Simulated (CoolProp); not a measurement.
Vapour-liquid equilibrium of CF4 (R14) (1) + R13 (2) at -66.15 °C; x and y are mole fractions of (1).

Computed with CoolProp (multi-fluid Helmholtz-energy mixture model, Platzer 1990 and Platzer 1990; pair parameters Bell 2016). This equation is an older, rougher fit; its heat capacities, sound speeds and derivatives of the liquid may be far off and weren't checked against measurements.

| x | bubble pressure, mixture model (kPa) | bubble pressure, Raoult's law (kPa) | y, mixture model | y, Raoult's law |
|---|---|---|---|---|
| 0.05 | 317.1 | 302.5 | 0.336 | 0.327 |
| 0.2 | 601.8 | 567.2 | 0.676 | 0.698 |
| 0.35 | 857.5 | 831.9 | 0.793 | 0.833 |
| 0.5 | 1096 | 1097 | 0.859 | 0.902 |
| 0.65 | 1332 | 1361 | 0.905 | 0.945 |
| 0.8 | 1581 | 1626 | 0.945 | 0.974 |
| 0.95 | 1869 | 1891 | 0.985 | 0.994 |

The largest gap from Raoult's law is +6.1 % in bubble pressure, at x = 0.2. No azeotrope shows between x = 0.05 and 0.95.

Pair parameters are fitted to limited data, so mixtures are less certain than the pure fluids. The gap from Raoult's law changes sign with composition, which may be real or a fault of the pair parameters; it wasn't checked against measurements.
